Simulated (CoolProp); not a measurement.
Saturated liquid density (kg/m³) of isopentane: the reference equation beside estimates from Tc = 187.2 °C, pc = 33.78 bar, ω = 0.227. Rackett uses Z = 0.29056 − 0.08775 ω.

Model: reference Helmholtz-energy equation of state, Lemmon 2006, in CoolProp. It is a short technical equation, of lower accuracy than the large ones.

```csv
T (°C),reference,Rackett,van der Waals,Redlich-Kwong,Peng-Robinson
-52.85,688.9,696.6,422.4,628.0,716.9
-33.25,671.0,678.6,412.5,611.6,701.7
-13.75,652.8,660.1,402.0,594.1,685.0
5.85,634.0,640.7,390.9,575.0,666.5
25.45,614.5,620.4,379.0,554.3,645.9
44.95,594.1,599.1,366.3,…,623.0
64.55,572.3,576.3,352.5,507.4,597.1
84.05,548.8,551.9,337.4,480.4,567.8
103.65,…,525.1,320.7,450.2,…
123.25,493.4,…,301.7,416.0,493.9
142.75,458.8,460.0,279.5,376.2,445.7
162.35,413.9,415.1,251.3,326.5,383.2
```

### Question
Fill in the missing entries.

### Answer

- 44.95, Redlich-Kwong: 532.0
- 103.65, reference: 522.9
- 103.65, Peng-Robinson: 533.8
- 123.25, Rackett: 495.0

Absolute difference from the reference over all 12 rows, mean and median: Rackett 0.7 and 0.8 %, van der Waals 38.6 and 38.5 %, Redlich-Kwong 12.4 and 10.9 %, Peng-Robinson 4.1 and 4.5 %.
